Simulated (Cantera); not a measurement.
**Ignition delay**

Mixture: 1.84 % C3H8, 18.7 % O2, 70.5 % N2, 8.08 % H2O, 0.881 % H2, at 10.0 bar, adiabatic and at constant volume. Ignition delay is the time to a rise of 400 K.

Model: GRI-Mech 3.0 (53 species, 325 reactions), integrated in Cantera. GRI-Mech 3.0 was tuned for natural gas; its chemistry of propane as a main component is partial and can be far from experiment.

```tsv
T0 (K)	delay (ms)
1298	0.177
1348	0.0923
1398	0.0498
1448	0.0280
1498	0.0166
1548	0.0103
1598	0.00673
1648	0.00461
```

The apparent activation energy between 1548 and 1648 K is 170 kJ/mol.
